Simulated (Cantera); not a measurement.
# Stirred combustor or abatement burner

A perfectly stirred reactor is fed with 4.63 % CH4, 6.02 % C2H6, 0.283 % C3H8, 18.7 % O2, 70.4 % N2, equivalence ratio 1.7, at 760 Torr; it is adiabatic with a 775 K inlet, and is followed from long to short residence time, starting on the burning branch (τ in s: 0.096, 0.038, 0.015, 0.0061, 0.0024, 0.00097, 0.00038, 0.00015, 6.1e-05, 2.4e-05, 9.7e-06).

Model: GRI-Mech 3.0 (53 species, 325 reactions), integrated in Cantera.

```json
[
 {"τ (s)": "0.096", "T (K)": "2145", "x CH4": "0.000140", "x C2H6": "4.19e-7", "x C3H8": "1.55e-8", "x O2": "5.10e-5", "x H": "0.00212", "x HCO": "1.24e-7", "x NO": "0.000181"},
 {"τ (s)": "0.038", "T (K)": "2143", "x CH4": "0.000251", "x C2H6": "1.02e-6", "x C3H8": "3.66e-8", "x O2": "0.000111", "x H": "0.00240", "x HCO": "2.16e-7", "x NO": "0.000208"},
 {"τ (s)": "0.015", "T (K)": "2140", "x CH4": "0.000431", "x C2H6": "2.48e-6", "x C3H8": "8.61e-8", "x O2": "0.000243", "x H": "0.00272", "x HCO": "4.21e-7", "x NO": "0.000219"},
 {"τ (s)": "0.0061", "T (K)": "2136", "x CH4": "0.000686", "x C2H6": "5.84e-6", "x C3H8": "1.96e-7", "x O2": "0.000513", "x H": "0.00310", "x HCO": "8.59e-7", "x NO": "0.000211"},
 {"τ (s)": "0.0024", "T (K)": "2128", "x CH4": "0.00106", "x C2H6": "1.42e-5", "x C3H8": "4.62e-7", "x O2": "0.00111", "x H": "0.00353", "x HCO": "1.85e-6", "x NO": "0.000179"},
 {"τ (s)": "0.00097", "T (K)": "2113", "x CH4": "0.00161", "x C2H6": "3.49e-5", "x C3H8": "1.09e-6", "x O2": "0.00238", "x H": "0.00393", "x HCO": "3.92e-6", "x NO": "0.000127"},
 {"τ (s)": "0.00038", "T (K)": "2079", "x CH4": "0.00260", "x C2H6": "9.63e-5", "x C3H8": "2.88e-6", "x O2": "0.00550", "x H": "0.00412", "x HCO": "8.58e-6", "x NO": "7.03e-5"},
 {"τ (s)": "0.00015", "T (K)": "1967", "x CH4": "0.00588", "x C2H6": "0.000421", "x C3H8": "1.14e-5", "x O2": "0.0168", "x H": "0.00323", "x HCO": "1.87e-5", "x NO": "1.76e-5"},
 {"τ (s)": "6.1e-5", "T (K)": "775", "x CH4": "0.0463", "x C2H6": "0.0602", "x C3H8": "0.00283", "x O2": "0.187", "x H": "<1e-12", "x HCO": "<1e-12", "x NO": "<1e-12"},
 {"τ (s)": "2.4e-5", "T (K)": "775", "x CH4": "0.0463", "x C2H6": "0.0602", "x C3H8": "0.00283", "x O2": "0.187", "x H": "<1e-12", "x HCO": "<1e-12", "x NO": "<1e-12"},
 {"τ (s)": "9.7e-6", "T (K)": "775", "x CH4": "0.0463", "x C2H6": "0.0602", "x C3H8": "0.00283", "x O2": "0.187", "x H": "<1e-12", "x HCO": "<1e-12", "x NO": "<1e-12"}
]
```
x: mole fraction; the columns are a selection and need not sum to one.
